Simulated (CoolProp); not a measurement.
The numbers come from the reference Helmholtz-energy equation of state, Setzmann 1991 in CoolProp.

For methane, give the phase and the speed of sound (m/s), Prandtl number at 80.85 °C and 0.915 MPa.


- 80.85 °C and 0.915 MPa: gas; speed of sound 483, Prandtl number 0.733

Viscosity comes from a separate model (Quiñones-Cisneros 2006). Thermal conductivity comes from a separate model (Friend 1989).
